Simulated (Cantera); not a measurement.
An adiabatic, constant-volume homogeneous reactor starts with 45.7 % H₂, 10.9 % O₂, 40.9 % N₂, 2.42 % H₂O, equivalence ratio 2.1, at 1700 K and 100000 Pa.

Computed with Cantera and GRI-Mech 3.0 (53 species, 325 reactions).

One state of this run: T (K) = 2950; P (bar) = 1.61; x H₂ = 0.246; x O₂ = 0.000844; x H₂O = 0.239; x NO₂ = 1.03e-7; x HO₂ = 1.07e-6. x: mole fraction; the columns are a selection and need not sum to one.

**Question.** Which value of t (s) does it belong to?
(A) 1.53e-5
(B) 5.52e-6
(C) 0.393
(D) 2.00e-6

**Answer.** C, 0.393
